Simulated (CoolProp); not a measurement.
A closed Brayton cycle with nitrogen: compressor inlet 306.15 K and 7.8 MPa, high pressure 14.4 MPa, turbine inlet 935 K, compressor efficiency 0.8, turbine efficiency 0.93, recuperator effectiveness 0 (on enthalpy, no pinch check). Each further row changes one setting.

The numbers come from the reference Helmholtz-energy equation of state, Span 2000 in CoolProp.

```json
[
 {"case": "as stated", "thermal efficiency (%)": "___", "net work (kJ/kg)": "74.0", "compressor to turbine work": "0.51", "compressor exit (K)": "380.0", "turbine exit (K)": "806.4"},
 {"case": "turbine inlet 885 K", "thermal efficiency (%)": "11.6", "net work (kJ/kg)": "___", "compressor to turbine work": "___", "compressor exit (K)": "380.0", "turbine exit (K)": "___"},
 {"case": "compressor inlet 316.15 K", "thermal efficiency (%)": "11.6", "net work (kJ/kg)": "71.2", "compressor to turbine work": "___", "compressor exit (K)": "392.5", "turbine exit (K)": "806.4"},
 {"case": "high pressure 12.2 MPa", "thermal efficiency (%)": "8.9", "net work (kJ/kg)": "___", "compressor to turbine work": "0.49", "compressor exit (K)": "358.7", "turbine exit (K)": "___"},
 {"case": "recuperator effectiveness 0.5", "thermal efficiency (%)": "18.8", "net work (kJ/kg)": "74.0", "compressor to turbine work": "0.51", "compressor exit (K)": "380.0", "turbine exit (K)": "806.4"}
]
```

Q: Some entries are withheld; supply them.

A: 
- as stated, thermal efficiency (%): 11.8
- turbine inlet 885 K, net work (kJ/kg): 65.9
- turbine inlet 885 K, compressor to turbine work: 0.54
- turbine inlet 885 K, turbine exit (K): 762.1
- compressor inlet 316.15 K, compressor to turbine work: 0.53
- high pressure 12.2 MPa, net work (kJ/kg): 57.7
- high pressure 12.2 MPa, turbine exit (K): 839.5
